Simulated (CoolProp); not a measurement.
Decamethylcyclopentasiloxane (D5) along the isobar 0.101 MPa: Z from the reference equation and from simpler models built on Tc = 618.3 K, pc = 1.078 MPa, ω = 0.631; each cubic takes its own stable root.

Model: reference Helmholtz-energy equation of state, Thol 2019, in CoolProp.

```csv
T (K),phase,reference,van der Waals,Redlich-Kwong,Soave-Redlich-Kwong,Peng-Robinson
386.8,liquid,0.01356,0.9100,0.01685,0.01557,0.01382
402.4,liquid,0.01330,0.9183,0.01656,0.01523,0.01351
417.9,liquid,0.01308,0.9256,0.01634,0.01495,0.01325
433.5,liquid,0.01289,0.9320,0.01617,0.01472,0.01304
449,liquid,0.01273,0.9375,0.9162,0.01455,0.01288
464.6,liquid,0.01261,0.9425,0.9243,0.01444,0.01277
480.1,liquid,0.01253,0.9469,0.9313,0.01440,0.01272
495.7,gas,0.9171,0.9509,0.9375,0.9233,0.9192
511.2,gas,0.9270,0.9545,0.9429,0.9315,0.9275
526.7,gas,0.9353,0.9577,0.9477,0.9388,0.9348
542.3,gas,0.9425,0.9606,0.9520,0.9452,0.9412
557.8,gas,0.9486,0.9632,0.9558,0.9508,0.9469
573.4,gas,0.9539,0.9656,0.9592,0.9558,0.9520
588.9,gas,0.9585,0.9678,0.9623,0.9602,0.9565
604.5,gas,0.9626,0.9699,0.9651,0.9642,0.9606
620,gas,0.9662,0.9717,0.9677,0.9678,0.9642
```

At some of these states van der Waals, Redlich-Kwong gives the other phase, because its saturation line lies elsewhere.
